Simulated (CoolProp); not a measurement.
Computed with CoolProp (reference Helmholtz-energy equation of state, Thol 2012).

Problem. For benzene, give the phase and the Z, speed of sound (m/s) at 93.65 °C and 6.38 MPa.

Solution. 
- 93.65 °C and 6.38 MPa: liquid; Z 0.203, speed of sound 1030
